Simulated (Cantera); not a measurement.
An adiabatic, constant-volume homogeneous reactor starts with CH₄ : O₂ : N₂ = 1 : 2.41 : 9.06 (molar parts), at 1000 K and 3750 Torr. Integrator tolerance rtol = 1e-08.

Detailed kinetics in Cantera: GRI-Mech 3.0 (53 species, 325 reactions).

Q: What does this change do: O2 2.41 to 1.8 parts?

A: 
| quantity | before | after |
|---|---|---|
| time of steepest temperature rise | 0.163 s | 0.236 s |
| temperature at 2.00 s | 2767 K | 2718 K |
| equilibrium temperature | 2767 K | 2718 K |
| x(CH₄) at 2.00 s | <1e-12 (gas-phase equilibrium <1e-12) | <1e-12 (gas-phase equilibrium <1e-12) |
| x(O₂) at 2.00 s | 0.0310 (gas-phase equilibrium 0.0310) | 0.00237 (gas-phase equilibrium 0.00237) |
| x(HCN) at 2.00 s | 6.18e-10 (gas-phase equilibrium 6.18e-10) | 7.49e-9 (gas-phase equilibrium 7.49e-9) |
| x(CO₂) at 2.00 s | 0.0659 (gas-phase equilibrium 0.0659) | 0.0517 (gas-phase equilibrium 0.0517) |
| x(CH₃) at 2.00 s | <1e-12 (gas-phase equilibrium <1e-12) | <1e-12 (gas-phase equilibrium <1e-12) |
| x(C₂H) at 2.00 s | <1e-12 (gas-phase equilibrium <1e-12) | <1e-12 (gas-phase equilibrium <1e-12) |

Q: What does this change do: N2 9.06 to 20 parts?

A: 
```
quantity                                                              before                                  after
---------------------------------  -----------------------------------------  -------------------------------------
time of steepest temperature rise                                    0.163 s                                0.326 s
temperature at 2.00 s                                                 2767 K                                 2168 K
equilibrium temperature                                               2767 K                                 2168 K
x(CH₄) at 2.00 s                       <1e-12 (gas-phase equilibrium <1e-12)  <1e-12 (gas-phase equilibrium <1e-12)
x(O₂) at 2.00 s                        0.0310 (gas-phase equilibrium 0.0310)  0.0158 (gas-phase equilibrium 0.0158)
x(HCN) at 2.00 s                   6.18e-10 (gas-phase equilibrium 6.18e-10)  <1e-12 (gas-phase equilibrium <1e-12)
x(CO₂) at 2.00 s                       0.0659 (gas-phase equilibrium 0.0659)  0.0422 (gas-phase equilibrium 0.0422)
x(CH₃) at 2.00 s                       <1e-12 (gas-phase equilibrium <1e-12)  <1e-12 (gas-phase equilibrium <1e-12)
x(C₂H) at 2.00 s                       <1e-12 (gas-phase equilibrium <1e-12)  <1e-12 (gas-phase equilibrium <1e-12)
```
